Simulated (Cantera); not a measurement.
Charge: 1 mol BN, 230 mol H2, 5.9 mol N2, 5.9 mol H2O, at 62.0 Pa.

Method: chemical equilibrium by Gibbs-energy minimisation in Cantera with the NASA 1993 tables (ideal gas, pure condensed phases). Candidate condensed phases: B, BN, B2O3, B3O3H3, H2O; 39 gas species. The numbers say what is thermodynamically allowed, not how fast it happens.

At 1400 K, list the 6 most abundant gas species with their mole fractions, and the condensed phases.

H2 0.953, N2 0.0264, H2O 0.0162, HBO2 0.00400, H 0.000191, HBO 6.62e-5. Condensed: gas only.
